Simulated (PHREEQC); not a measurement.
A made-up water analysis in mmol/kgw, 20 °C, pH 7.09:

```tsv
constituent	mmol/kgw
Na	91.2
K	20.4
Ca	10
Mg	3.73
Cl	112
S(6)	9.02
Alkalinity (meq/kgw)	0.751
Br	1.05
B	3.74
```

Valence states are taken as typed.

Computed with PHREEQC (Pitzer model, pitzer.dat).

No solid was allowed to form.

Q: Order these C species by the share of C that they hold, largest first: HCO3-, CO2, CO3-2.

A: HCO3- (87 %), CO2 (13 %), CO3-2 (0.14 %)

The pH is 7.09 and the ionic strength 0.158 mol/kgw.
